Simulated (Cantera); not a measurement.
A closed system holds: 1 mol Si, 0.59 mol NF₃, 6.7 mol N₂, held at 1398.15 K and 33.0 Pa.

Method: chemical equilibrium by Gibbs-energy minimisation in Cantera with the NASA 1993 tables (ideal gas, pure condensed phases). Candidate condensed phases: Si, Si₃N₄; 16 gas species. The tables' values for SiF₃, SiF₂ are old estimates; treat these amounts as uncertain. Rates play no part.

Question: What is the equilibrium state?

Answer: 
- x(N₂) = 0.932
- x(SiF₄) = 0.0476
- x(SiF₃) = 0.0165
- x(SiF₂) = 0.00397
- x(SiF) = 1.71e-6
- n(Si₃N₄(s)) = 0.171 mol
- gas amount = 7.139 mol
- log10 activity of Si(s) (absent) = -1.17
